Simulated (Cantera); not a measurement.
Input (Python, Cantera):

```python
import numpy as np
import cantera as ct

gas = ct.Solution("gri30.yaml")
gas.TPX = 1450, 100000, {'CH4': 1, 'H2O': 0.43}
reactor = ct.IdealGasConstPressureReactor(gas, energy="off", clone=False)
net = ct.ReactorNet([reactor])
net.rtol, net.atol = 1e-08, 1e-18
show = ['CH4', 'H2O', 'CO2', 'CO', 'OH', 'C2H', 'HCO']
times = np.geomspace(3e-06, 10, 15)

steps = ct.SolutionArray(gas, extra=["t"])
rows = []
print(f"{'t/s':>10s}{'T/K':>9s}{'P/Pa':>11s}" + "".join(f"{s:>11s}" for s in show))
for t in times:
    while net.time < t:
        t_next = net.step()
        steps.append(gas.state, t=t_next)
    rows.append([np.interp(t, steps.t, y) for y in (steps.T, steps.P, *steps(*show).X.T)])
    print(f"{t:10.3e}{rows[-1][0]:9.1f}{rows[-1][1]:11.4g}" + "".join(f"{x:11.3e}" for x in rows[-1][2:]))
rate = np.gradient(steps.T, steps.t)
print("integrator steps:", len(steps.t))
if steps.T.max() > steps.T[0] + 200:
    print(f"time of steepest temperature rise: {steps.t[rate.argmax()]:.4e} s")
gas.TPX = 1450, 100000, {'CH4': 1, 'H2O': 0.43}
gas.equilibrate("TP")
print(f"equilibrium (TP): T = {gas.T:.1f} K  " + "  ".join(f"{s} {gas[s].X[0]:.3e}" for s in show))
```

Output:

```
       t/s      T/K       P/Pa        CH4        H2O        CO2         CO         OH        C2H        HCO
 3.000e-06   1450.0      1e+05  6.993e-01  3.007e-01  1.575e-28  1.370e-19  7.549e-10  2.115e-27  1.023e-20
 8.771e-06   1450.0      1e+05  6.993e-01  3.007e-01  1.021e-25  1.294e-17  1.913e-09  5.102e-25  4.433e-19
 2.564e-05   1450.0      1e+05  6.993e-01  3.007e-01  1.063e-22  1.745e-15  5.274e-09  1.197e-22  2.519e-17
 7.497e-05   1450.0      1e+05  6.993e-01  3.007e-01  1.353e-19  2.817e-13  1.454e-08  2.838e-20  1.520e-15
 2.192e-04   1450.0      1e+05  6.992e-01  3.007e-01  1.274e-16  3.582e-11  3.238e-08  5.108e-18  5.892e-14
 6.408e-04   1450.0      1e+05  6.990e-01  3.007e-01  2.804e-14  1.488e-09  4.277e-08  2.553e-16  5.942e-13
 1.873e-03   1450.0      1e+05  6.984e-01  3.007e-01  1.921e-12  2.568e-08  5.127e-08  5.976e-15  3.068e-12
 5.477e-03   1450.0      1e+05  6.965e-01  3.006e-01  1.105e-10  3.829e-07  6.793e-08  1.635e-13  1.549e-11
 1.601e-02   1450.0      1e+05  6.893e-01  2.999e-01  5.752e-09  4.850e-06  8.748e-08  4.900e-12  5.731e-11
 4.682e-02   1450.0      1e+05  6.641e-01  2.962e-01  1.512e-07  3.258e-05  8.928e-08  7.107e-11  7.900e-11
 1.369e-01   1450.0      1e+05  5.978e-01  2.844e-01  1.999e-06  1.521e-04  7.814e-08  3.573e-10  5.991e-11
 4.002e-01   1450.0      1e+05  4.731e-01  2.616e-01  2.324e-05  7.378e-04  6.631e-08  8.487e-10  4.318e-11
 1.170e+00   1450.0      1e+05  3.052e-01  2.300e-01  2.277e-04  3.136e-03  6.019e-08  1.491e-09  5.039e-11
 3.420e+00   1450.0      1e+05  1.851e-01  1.968e-01  1.523e-03  1.214e-02  6.259e-08  2.195e-09  1.688e-10
 1.000e+01   1450.0      1e+05  1.722e-01  1.580e-01  4.667e-03  3.716e-02  5.086e-08  1.945e-09  5.111e-10
integrator steps: 1348
equilibrium (TP): T = 1450.0 K  CH4 1.404e-01  H2O 2.624e-06  CO2 2.974e-07  CO 1.730e-01  OH 7.473e-13  C2H 5.527e-10  HCO 2.615e-09
```

Cantera simulation using GRI-Mech 3.0 (53 species, 325 reactions); the numbers are that mechanism's predictions, not measurements. GRI-Mech 3.0 stops at C3 and has no aromatics, soot or wall deposition, so with more carbon than oxygen in the feed, carbon stays in small species such as C2H2 where larger ones or solid carbon would form.
